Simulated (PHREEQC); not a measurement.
Consider water at 25 °C with 0.0032 mol/kgw PbCl2, 0.00118 mol/kgw NaCl and 0.038 mol/kgw Zn(NO3)2. Closed to the air; pH follows from the charge balance.

The numbers come from PHREEQC with the ion-association model, phreeqc.dat.

The ionic strength comes out as 0.122 mol/kgw. What activity coefficients do PbCl+, Zn+2, ZnOH+, Cl-, H+ get?

PbCl+ 0.77, Zn+2 0.35, ZnOH+ 0.77, Cl- 0.75, H+ 0.82.

No solid was allowed to form.
